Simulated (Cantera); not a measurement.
A closed system holds: 1 mol Si(CH3)4, 63 mol H2, held at 1473.15 K and 5.78 Torr.

Method: chemical equilibrium by Gibbs-energy minimisation in Cantera with the NASA 1993 tables (ideal gas, pure condensed phases). Candidate condensed phases: C, C6H6, C7H8, C8H18, Si, SiC; 87 gas species. The numbers say what is thermodynamically allowed, not how fast it happens.

Base state: H2 1.000, H 0.000144, CH4 2.26e-5 (mole fractions); condensed: C(graphite) + SiC(s).

Q: What changes in the equilibrium state with this change: Si(CH3)4 replaced by CH3SiCl3?

A: 
```
species             before     after
----------------  --------  --------
H2                   1.000     0.954
HCl                      0    0.0454
H                 0.000144  0.000141
SiCl2                    0   4.44e-5
CH4                2.26e-5   2.06e-5
C(graphite), mol      3.00  0.000786
SiC(s), mol          1.000     0.997
```
The feed counts by its element totals alone.
